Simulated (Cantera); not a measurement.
Feed: 1 mol TiO2, 2.6 mol CH4, 0.62 mol H2, held at 10.0 mbar.

Equilibrium computed with Cantera from the NASA thermochemical tables; the gas is ideal and each condensed phase is pure. Candidate condensed phases: C, C6H6, C7H8, C8H18, H2O, Ti, TiC, TiO, TiO2, Ti2O3, Ti3O5, Ti4O7; 113 gas species. Mutual solubility and eutectic melting of coexisting phases are not modelled. TiC, TiO: taken at fixed stoichiometry. Condensed phases not in the tables: solid solutions among these carbides, nitrides and lower oxides. Rates play no part. All values below are at 2298 K.

Base state: H2 0.684, CO 0.227, H 0.0792, Ti 0.00603, TiO 0.00377, H2O 3.45e-5 (mole fractions); condensed: TiC(s) + TiO(l).

What changes in the equilibrium state with this change: CH4 from 2.6 to 3.3 mol?


| species | before | after |
|---|---|---|
| H2 | 0.684 | 0.708 |
| CO | 0.227 | 0.208 |
| H | 0.0792 | 0.0806 |
| Ti | 0.00603 | 1.14e-5 |
| TiO | 0.00377 | 1.24e-8 |
| C2H2 (acetylene) | 1.05e-8 | 0.00303 |
| C2H | <1e-9 | 1.55e-5 |
| H2O | 3.45e-5 | 6.20e-8 |
| TiC(s), mol | 0.776 | 1.000 |
| TiO(l), mol | 0.145 | 0 |
| C(graphite), mol | 0 | 0.241 |
TiC: taken at fixed stoichiometry.
